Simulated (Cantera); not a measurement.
What does this Cantera script print?

```python
import numpy as np
import cantera as ct

gas_names = """
    N NO NO2 NO3 N2 N2O O O2 O3 Si SiN SiO SiO2 Si2 Si2N Si3
""".split()
cond_names = """
    Si(cr) Si(L) SiO2(Lqz) SiO2(hqz) SiO2(L) Si2N2O(s) Si3N4(a)
""".split()


# ... load() reads the species with a 1 bar reference pressure and builds the phases ...
atoms = {
    'Si3N4': {'Si': 3, 'N': 4},
    'O2': {'O': 2},
}
top_T = {'Si2N2O(s)': 2100, 'Si3N4(a)': 2400}  # K; cautious upper limits of use, not melting points


# ... equilibrate(T, P, feed) seeds the gas with the atoms and calls Mixture.equilibrate('TP', solver="vcs", rtol=1e-11, max_steps=5000) ...
results = []
feed = {'Si3N4': 1, 'O2': 12}  # mol
T = 1873.15  # K
P = 10000  # Pa
mix = equilibrate(T, P, feed)
results.append((T, P, feed, dict(zip(mix.species_names, mix.species_moles))))
x = sorted(zip(gas.X, gas.species_names), reverse=True)
print(f"T = {T:g} K  P = {P:g} Pa  gas = {mix.phase_moles(0):.4g} mol")
print("   x: " + "  ".join(f"{s} {v:.3e}" for v, s in x if v > 0.0001))
print("   condensed (mol): " + ("  ".join(f"{mix.phase(i).name} {mix.phase_moles(i):.4g}"
      for i in range(1, mix.n_phases) if mix.phase_moles(i) > 1e-12) or "none"))
```

Output:

```
T = 1873.15 K  P = 10000 Pa  gas = 11 mol
   x: O2 8.151e-01  N2 1.793e-01  NO 4.959e-03  O 6.757e-04
   condensed (mol): SiO2(L) 3
```

Equilibrium computed with Cantera from the NASA thermochemical tables; the gas is ideal and each condensed phase is pure. The tables hold silica as quartz up to 1696 K and as liquid above; real silica turns to tridymite and cristobalite and melts near 1996 K.
